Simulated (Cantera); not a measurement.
An adiabatic, constant-volume homogeneous reactor starts with CH4 : O2 : N2 = 1 : 1.33 : 5.01 (molar parts), at 1475 K and 10.0 bar. Integrator tolerance rtol = 1e-08.

Cantera simulation using GRI-Mech 3.0 (53 species, 325 reactions); the numbers are that mechanism's predictions, not measurements. Above 3000 K some thermodynamic fits are extrapolated.

### Question
What does this change do: pressure from 10.0 bar to 1.01 bar?

### Answer
```json
[
 {"quantity": "time of steepest temperature rise", "before": "0.266 ms", "after": "1.69 ms"},
 {"quantity": "temperature at 7.00 s", "before": "3070 K", "after": "2904 K"},
 {"quantity": "equilibrium temperature", "before": "3070 K", "after": "2904 K"},
 {"quantity": "x(CH4) at 7.00 s", "before": "6.01e-11 (gas-phase equilibrium 6.88e-11)", "after": "<1e-12 (gas-phase equilibrium 1.13e-12)"},
 {"quantity": "x(O2) at 7.00 s", "before": "0.000692 (gas-phase equilibrium 0.000692)", "after": "0.00195 (gas-phase equilibrium 0.00195)"},
 {"quantity": "x(NO) at 7.00 s", "before": "0.00264 (gas-phase equilibrium 0.00264)", "after": "0.00360 (gas-phase equilibrium 0.00360)"},
 {"quantity": "x(HO2) at 7.00 s", "before": "1.84e-6 (gas-phase equilibrium 1.84e-6)", "after": "1.59e-6 (gas-phase equilibrium 1.59e-6)"},
 {"quantity": "x(CH2CO) at 7.00 s", "before": "<1e-12 (gas-phase equilibrium <1e-12)", "after": "<1e-12 (gas-phase equilibrium <1e-12)"},
 {"quantity": "x(H) at 7.00 s", "before": "0.0111 (gas-phase equilibrium 0.0111)", "after": "0.0214 (gas-phase equilibrium 0.0214)"}
]
```

### Question
What does this change do: 0.049 parts H2 added?

### Answer
```csv
quantity,before,after
time of steepest temperature rise,0.266 ms,0.206 ms
temperature at 7.00 s,3070 K,3066 K
equilibrium temperature,3070 K,3066 K
x(CH4) at 7.00 s,6.01e-11 (gas-phase equilibrium 6.88e-11),7.10e-11 (gas-phase equilibrium 8.11e-11)
x(O2) at 7.00 s,0.000692 (gas-phase equilibrium 0.000692),0.000612 (gas-phase equilibrium 0.000612)
x(NO) at 7.00 s,0.00264 (gas-phase equilibrium 0.00264),0.00247 (gas-phase equilibrium 0.00247)
x(HO2) at 7.00 s,1.84e-6 (gas-phase equilibrium 1.84e-6),1.67e-6 (gas-phase equilibrium 1.67e-6)
x(CH2CO) at 7.00 s,<1e-12 (gas-phase equilibrium <1e-12),<1e-12 (gas-phase equilibrium <1e-12)
x(H) at 7.00 s,0.0111 (gas-phase equilibrium 0.0111),0.0113 (gas-phase equilibrium 0.0113)
```
